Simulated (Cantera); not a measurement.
Si3N4 + HCl + N2 (nitride etching)

A closed system holds: 1 mol Si3N4, 4.4 mol HCl, 0.67 mol N2, equilibrated at 1948.15 K and 3.10 Pa.

Method: chemical equilibrium by Gibbs-energy minimisation in Cantera with the NASA 1993 tables (ideal gas, pure condensed phases). Candidate condensed phases: NH4Cl, Si, Si3N4; 28 gas species. The tables' values for SiCl, SiN, SiCl3 are old estimates; treat these amounts as uncertain. Rates play no part.

| Property | Result |
|---|---|
| x(N2) | 0.280 |
| x(Si) | 0.182 |
| x(HCl) | 0.150 |
| x(H2) | 0.120 |
| x(SiCl2) | 0.115 |
| x(H) | 0.0705 |
| x(Cl) | 0.0656 |
| x(SiCl) | 0.0167 |
| x(Si2) | 0.000401 |
| gas amount | 9.539 mol |
| log10 activity of Si(l) (absent) | -0.62 |
